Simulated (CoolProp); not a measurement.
Saturation properties of dimethyl carbonate.

Computed with CoolProp (reference Helmholtz-energy equation of state, Zhou 2011).

```
T (°C)  p (MPa)  enthalpy of vaporisation (kJ/kg)  surface tension (mN/m)
------  -------  --------------------------------  ----------------------
146.25        ?                             333.1                    11.8
155.85   0.5690                             324.8                    10.7
165.35   0.6956                                 ?                    9.60
174.95   0.8443                             307.2                    8.53
184.45    1.014                                 ?                    7.52
194.05        ?                             287.4                    6.53
203.55    1.433                             276.5                    5.59
213.15    1.687                             264.5                    4.68
222.65        ?                             251.6                    3.83
232.25    2.297                                 ?                    3.02
241.75    2.658                             220.4                    2.28
251.35    3.069                             200.7                       ?
260.95    3.531                             176.5                       ?
```

### Question
Some entries are withheld; supply them.

### Answer

- 146.25, p (MPa): 0.4596
- 165.35, enthalpy of vaporisation (kJ/kg): 316.3
- 184.45, enthalpy of vaporisation (kJ/kg): 297.6
- 194.05, p (MPa): 1.211
- 222.65, p (MPa): 1.972
- 232.25, enthalpy of vaporisation (kJ/kg): 236.9
- 251.35, surface tension (mN/m): 1.59
- 260.95, surface tension (mN/m): 0.977

It boils at 90.1 °C under 1 atm.

Surface tension comes from a separate correlation (Mulero 2014).
